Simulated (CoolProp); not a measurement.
Vapour-liquid equilibrium of carbon dioxide (1) + n-butane (2) at 234.4 K; x and y are mole fractions of (1).

Computed with CoolProp (multi-fluid Helmholtz-energy mixture model, Span 1996 and Bücker 2006; pair parameters Kunz 2012).

Question: Give the bubble pressure and the first vapour's composition at x = 0.25, 0.75, 0.85. Is there an azeotrope?

Answer: x = 0.25: 550.0 kPa, y = 0.969; x = 0.75: 875.5 kPa, y = 0.985; x = 0.85: 928.6 kPa, y = 0.988. No azeotrope shows between x = 0.05 and 0.95.

Pair parameters are fitted to limited data, so mixtures are less certain than the pure fluids. With so large a gap from Raoult's law the liquid may split in two, which this calculation doesn't test in full.
